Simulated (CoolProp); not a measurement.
The numbers come from the reference Helmholtz-energy equation of state, Lemmon 2006 in CoolProp. It is a short technical equation, of lower accuracy than the large ones.

Problem. For CH3F (R41), give the phase and the Z, cv (kJ/(kg K)), Joule-Thomson coefficient (K/MPa), isothermal compressibility (1/MPa) at 151.85 °C and 19.7 MPa.

Solution. 
- 151.85 °C and 19.7 MPa: supercritical; Z 0.645, cv 1.30, Joule-Thomson coefficient 2.63, isothermal compressibility 0.0556
